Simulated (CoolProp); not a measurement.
Vapour-liquid equilibrium of propane (1) + R245fa (2) at 6.31 bar; x and y are mole fractions of (1).

The numbers come from the multi-fluid Helmholtz-energy mixture model, Lemmon 2009 and Akasaka 2015; pair parameters Bell 2016 in CoolProp.

Task: Give the bubble temperature and the first vapour's composition at x = 0.275, 0.35, 0.95. Is there an azeotrope?

Result: x = 0.275: 21.6 °C, y = 0.807; x = 0.35: 18.5 °C, y = 0.834; x = 0.95: 10.2 °C, y = 0.965. No azeotrope shows between x = 0.05 and 0.95.

The pair parameters rest on a limited set of measurements; away from them the model extrapolates. With so large a gap from Raoult's law the liquid may split in two, which this calculation doesn't test in full.
